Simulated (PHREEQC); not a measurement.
0.019 g of hydrous ferric oxide (600 m²/g; 0.2 weak and 0.005 strong sites per Fe, Dzombak-Morel constants, diffuse double layer) in 1 kg of water with 0.01 mol/kgw of an inert sodium salt and 0.0088 mmol/kgw BaCl2, at 25 °C; the pH is set by adding NaOH or the inert anion's acid. Oxygen is held at 0.21 atm. CO2 from the air is kept out. Nothing may precipitate in this run.

Base run: PHREEQC, ion-association model, wateq4f.dat. Each further column changes one thing. The table gives surface potential ψ (mV).

```json
[
 {"pH": "4", "base": "185", "background salt from 0.01 to 0.001 mol/kgw": "210", "oxide from 0.019 to 0.095 g/kgw": "185", "1.2e-05 mol/kgw SrCl2 added": "185"},
 {"pH": "4.5", "base": "170", "background salt from 0.01 to 0.001 mol/kgw": "191", "oxide from 0.019 to 0.095 g/kgw": "170", "1.2e-05 mol/kgw SrCl2 added": "170"},
 {"pH": "5", "base": "152", "background salt from 0.01 to 0.001 mol/kgw": "[?]", "oxide from 0.019 to 0.095 g/kgw": "152", "1.2e-05 mol/kgw SrCl2 added": "152"},
 {"pH": "5.5", "base": "132", "background salt from 0.01 to 0.001 mol/kgw": "145", "oxide from 0.019 to 0.095 g/kgw": "132", "1.2e-05 mol/kgw SrCl2 added": "132"},
 {"pH": "6", "base": "110", "background salt from 0.01 to 0.001 mol/kgw": "[?]", "oxide from 0.019 to 0.095 g/kgw": "110", "1.2e-05 mol/kgw SrCl2 added": "110"},
 {"pH": "6.5", "base": "86", "background salt from 0.01 to 0.001 mol/kgw": "92", "oxide from 0.019 to 0.095 g/kgw": "86", "1.2e-05 mol/kgw SrCl2 added": "86"},
 {"pH": "7", "base": "61", "background salt from 0.01 to 0.001 mol/kgw": "[?]", "oxide from 0.019 to 0.095 g/kgw": "61", "1.2e-05 mol/kgw SrCl2 added": "61"},
 {"pH": "7.5", "base": "34", "background salt from 0.01 to 0.001 mol/kgw": "36", "oxide from 0.019 to 0.095 g/kgw": "34", "1.2e-05 mol/kgw SrCl2 added": "34"},
 {"pH": "8", "base": "8", "background salt from 0.01 to 0.001 mol/kgw": "9", "oxide from 0.019 to 0.095 g/kgw": "8", "1.2e-05 mol/kgw SrCl2 added": "9"},
 {"pH": "8.5", "base": "-17", "background salt from 0.01 to 0.001 mol/kgw": "-18", "oxide from 0.019 to 0.095 g/kgw": "-18", "1.2e-05 mol/kgw SrCl2 added": "-17"},
 {"pH": "9", "base": "-44", "background salt from 0.01 to 0.001 mol/kgw": "-46", "oxide from 0.019 to 0.095 g/kgw": "-44", "1.2e-05 mol/kgw SrCl2 added": "-43"},
 {"pH": "9.5", "base": "-69", "background salt from 0.01 to 0.001 mol/kgw": "[?]", "oxide from 0.019 to 0.095 g/kgw": "-70", "1.2e-05 mol/kgw SrCl2 added": "-64"},
 {"pH": "10", "base": "-90", "background salt from 0.01 to 0.001 mol/kgw": "-94", "oxide from 0.019 to 0.095 g/kgw": "-94", "1.2e-05 mol/kgw SrCl2 added": "-78"}
]
```

**Question.** Some entries are withheld; supply them.

**Answer.** 
- 5, background salt from 0.01 to 0.001 mol/kgw: 169
- 6, background salt from 0.01 to 0.001 mol/kgw: 119
- 7, background salt from 0.01 to 0.001 mol/kgw: 64
- 9.5, background salt from 0.01 to 0.001 mol/kgw: -73
